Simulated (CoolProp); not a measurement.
Vapour-liquid equilibrium of n-pentane (1) + cyclohexane (2) at 65.35 °C; x and y are mole fractions of (1).

Model: multi-fluid Helmholtz-energy mixture model, Thol 2019 and Zhou 2014; pair parameters Bell 2016, in CoolProp.

Question: Give the bubble pressure and the first vapour's composition at x = 0.2, 0.5, 0.95. Is there an azeotrope?

Answer: x = 0.2: 0.1040 MPa, y = 0.508; x = 0.5: 0.1597 MPa, y = 0.787; x = 0.95: 0.2404 MPa, y = 0.984. No azeotrope shows between x = 0.05 and 0.95.

Pair parameters are fitted to limited data, so mixtures are less certain than the pure fluids.
